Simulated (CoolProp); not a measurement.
Vapour-liquid equilibrium of ethylbenzene (1) + m-xylene (2) at 360.9 K; x and y are mole fractions of (1).

Computed with CoolProp (multi-fluid Helmholtz-energy mixture model, Zhou 2012 and Zhou 2012; pair parameters Bell 2016).

| x | bubble pressure, mixture model (kPa) | bubble pressure, Raoult's law (kPa) | y, mixture model | y, Raoult's law |
|---|---|---|---|---|
| 0.05 | 20.37 | 20.34 | 0.056 | 0.055 |
| 0.125 | 20.56 | 20.50 | 0.138 | 0.136 |
| 0.2 | [?] | 20.66 | 0.219 | 0.217 |
| 0.275 | 20.93 | 20.83 | 0.298 | 0.296 |
| 0.35 | 21.11 | 20.99 | [?] | 0.373 |
| 0.425 | [?] | 21.15 | 0.451 | 0.450 |
| 0.5 | [?] | 21.31 | 0.525 | 0.525 |
| 0.575 | [?] | 21.47 | 0.598 | 0.599 |
| 0.65 | 21.75 | 21.63 | 0.671 | 0.673 |
| 0.725 | [?] | 21.79 | 0.742 | 0.745 |
| 0.8 | [?] | 21.95 | 0.813 | 0.816 |
| 0.875 | 22.17 | 22.11 | 0.883 | 0.886 |
| 0.95 | 22.30 | 22.27 | 0.953 | 0.955 |

Question: Complete the blanks.

Answer: 
- 0.2, bubble pressure, mixture model (kPa): 20.75
- 0.35, y, mixture model: 0.375
- 0.425, bubble pressure, mixture model (kPa): 21.28
- 0.5, bubble pressure, mixture model (kPa): 21.44
- 0.575, bubble pressure, mixture model (kPa): 21.60
- 0.725, bubble pressure, mixture model (kPa): 21.90
- 0.8, bubble pressure, mixture model (kPa): 22.04

The largest gap from Raoult's law is +0.6 % in bubble pressure, at x = 0.5. No azeotrope shows between x = 0.05 and 0.95.

Pair parameters are fitted to limited data, so mixtures are less certain than the pure fluids.
